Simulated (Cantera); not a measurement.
Input (Python, Cantera) and output of one run.

```python
import numpy as np
import cantera as ct

gas_names = """
    AL ALCL ALCL2 ALCL3 ALH ALO ALOCL ALOH ALO2 ALO2H AL2 AL2CL6 AL2O AL2O2 CL CLO CL2 H HALO HCL HOCL
    HO2 H2 H2O H2O2 O OH O2 O3
""".split()
cond_names = """
    AL(cr) AL(L) ALCL3(s) ALCL3(L) AL2O3(a) AL2O3(L) H2O(s) H2O(L)
""".split()


def load(file, names, dense=False):
    # The tables refer to 1 bar. Condensed volumes are neglected.
    table = {s.name: s for s in ct.Species.list_from_file(file)}
    out = []
    for n in names:
        d = dict(table[n].input_data)
        d["thermo"] = dict(d["thermo"], **{"reference-pressure": 1e5})
        if dense:
            d["equation-of-state"] = {"model": "constant-volume", "density": "1e6 g/cm^3"}
        out.append(ct.Species.from_dict(d))
    return out


gas = ct.Solution(thermo="ideal-gas", species=load("nasa_gas.yaml", gas_names))
cond = {s.name: ct.Solution(thermo="fixed-stoichiometry", species=[s], name=s.name)
        for s in load("nasa_condensed.yaml", cond_names, dense=True)}
atoms = {
    'AlCl3': {'AL': 1, 'CL': 3},
    'H2O': {'H': 2, 'O': 1},
    'H2': {'H': 2},
    'O2': {'O': 2},
}
top_T = {}  # K; cautious upper limits of use, not melting points


def equilibrate(T, P, feed):
    n = {}
    for name, mol in feed.items():
        for a, k in atoms[name].items():
            n[a] = n.get(a, 0.0) + k * mol
    gas.TPX = T, P, n
    mass = sum(n.values()) * gas.mean_molecular_weight
    gas.equilibrate("TP")
    valid = [c for c in cond.values() if c.min_temp <= T <= top_T.get(c.name, c.max_temp)]
    mix = ct.Mixture([(gas, mass / gas.mean_molecular_weight)] + [(c, 0.0) for c in valid])
    mix.T, mix.P = T, P
    mix.equilibrate("TP", solver="vcs", rtol=1e-11, max_steps=5000)
    return mix


results = []
feed = {'AlCl3': 1, 'H2O': 43, 'H2': 1, 'O2': 7.6}  # mol
T = 650  # K
P = 133.322  # Pa
mix = equilibrate(T, P, feed)
results.append((T, P, feed, dict(zip(mix.species_names, mix.species_moles))))
print(gas.report(threshold=1e-05))
for i in range(1, mix.n_phases):
    print(f"{mix.phase(i).name:16s} {mix.phase_moles(i):12.5e} mol")
```

Result:

```
       temperature   650 K
          pressure   133.32 Pa
           density   0.00051713 kg/m^3
  mean mol. weight   20.962 kg/kmol
   phase of matter   gas

                          1 kg             1 kmol
                     ---------------   ---------------
          enthalpy       -9.0045e+06       -1.8876e+08  J
   internal energy       -9.2623e+06       -1.9416e+08  J
           entropy             13238        2.7751e+05  J/K
    Gibbs function       -1.7609e+07       -3.6914e+08  J
 heat capacity c_p            1713.8             35925  J/K
 heat capacity c_v            1317.1             27611  J/K

                      mass frac. Y      mole frac. X     chem. pot. / RT
                     ---------------   ---------------   ---------------
               CL2         0.0026125        0.00077242           -41.623
               HCL          0.096546          0.055511           -49.907
               H2O           0.69531           0.80907           -75.272
                O2           0.20553           0.13465           -34.163
     [  +25 minor]         2.729e-07        1.4116e-07

AL(cr)            0.00000e+00 mol
ALCL3(L)          0.00000e+00 mol
AL2O3(a)          5.00000e-01 mol
```

Method: chemical equilibrium by Gibbs-energy minimisation in Cantera with the NASA 1993 tables (ideal gas, pure condensed phases). Condensed phases not in the tables: AlOCl.
